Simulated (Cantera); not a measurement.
A closed system holds: 1 mol B, 0.11 mol NH₃, 0.59 mol N₂, held at 1598.15 K and 75.0 Torr.

Method: chemical equilibrium by Gibbs-energy minimisation in Cantera with the NASA 1993 tables (ideal gas, pure condensed phases). Candidate condensed phases: B, BN; 15 gas species. Equilibrium is a limit: real reactors are often held back by kinetics, nucleation or transport.

**Question.** What is the equilibrium state?

**Answer.** 
| Quantity | Value |
|---|---|
| x(H₂) | 0.532 |
| x(N₂) | 0.468 |
| x(H) | 0.000123 |
| x(NH₃) | 1.25e-6 |
| n(BN(s)) | 1.00 mol |
| gas amount | 0.3100 mol |
| log10 activity of B(s) (absent) | -2.93 |
